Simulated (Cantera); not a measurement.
An adiabatic, constant-pressure homogeneous reactor starts with CO : H2 : CH4 : O2 : N2 = 1 : 0.4 : 0.19 : 1.32 : 8.69 (molar parts), at 1400 K and 7500 Torr. Integrator tolerance rtol = 1e-08.

Computed with Cantera and GRI-Mech 3.0 (53 species, 325 reactions).

### Question
What does this change do: pressure from 7500 Torr to 3750 Torr?

### Answer
```
quantity                                                              before                                      after
---------------------------------  -----------------------------------------  -----------------------------------------
time of steepest temperature rise                                    21.0 µs                                    28.9 µs
temperature at 0.300 s                                                2525 K                                     2505 K
equilibrium temperature                                               2525 K                                     2505 K
x(CO) at 0.300 s                     0.00902 (gas-phase equilibrium 0.00902)      0.0110 (gas-phase equilibrium 0.0110)
x(H2) at 0.300 s                   0.000984 (gas-phase equilibrium 0.000984)    0.00123 (gas-phase equilibrium 0.00123)
x(CH4) at 0.300 s                      <1e-12 (gas-phase equilibrium <1e-12)      <1e-12 (gas-phase equilibrium <1e-12)
x(N2O) at 0.300 s                    1.36e-6 (gas-phase equilibrium 1.36e-6)    9.47e-7 (gas-phase equilibrium 9.47e-7)
x(H) at 0.300 s                    0.000280 (gas-phase equilibrium 0.000280)  0.000406 (gas-phase equilibrium 0.000406)
x(C2H) at 0.300 s                      <1e-12 (gas-phase equilibrium <1e-12)      <1e-12 (gas-phase equilibrium <1e-12)
```

### Question
What does this change do: pressure from 7500 Torr to 9750 Torr?

### Answer
```csv
quantity,before,after
time of steepest temperature rise,21.0 µs,19.1 µs
temperature at 0.300 s,2525 K,2532 K
equilibrium temperature,2525 K,2532 K
x(CO) at 0.300 s,0.00902 (gas-phase equilibrium 0.00902),0.00832 (gas-phase equilibrium 0.00832)
x(H2) at 0.300 s,0.000984 (gas-phase equilibrium 0.000984),0.000901 (gas-phase equilibrium 0.000901)
x(CH4) at 0.300 s,<1e-12 (gas-phase equilibrium <1e-12),<1e-12 (gas-phase equilibrium <1e-12)
x(N2O) at 0.300 s,1.36e-6 (gas-phase equilibrium 1.36e-6),1.56e-6 (gas-phase equilibrium 1.56e-6)
x(H) at 0.300 s,0.000280 (gas-phase equilibrium 0.000280),0.000242 (gas-phase equilibrium 0.000242)
x(C2H) at 0.300 s,<1e-12 (gas-phase equilibrium <1e-12),<1e-12 (gas-phase equilibrium <1e-12)
```
The pressure lies above the range GRI-Mech 3.0 was tuned for (to about 10 atm).
